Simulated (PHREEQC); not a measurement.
# Brine

Dissolve 1.5 mol KCl and 0.645 mol Na2SO4 per kg of water at 25 °C. Closed to the air; pH follows from the charge balance.

Equilibrium calculation in PHREEQC: Pitzer model, pitzer.dat.

```
Quantity                    Value
-------------------  ------------
ionic strength       3.44 mol/kgw
activity of water           0.929
density               1.130 g/cm³
osmotic coefficient         0.826
```

```csv
species,molality,activity,log γ
Cl-,1.50,0.858,-0.242
K+,1.50,0.719,-0.320
Na+,1.29,0.704,-0.263
SO4-2,0.645,0.0198,-1.514
OH-,2.98e-7,1.80e-7,-0.219
HSO4-,2.41e-7,9.83e-8,-0.390
H+,5.69e-8,5.23e-8,-0.037
```

Precipitation was switched off in this run. Species that the database lacks are ignored.
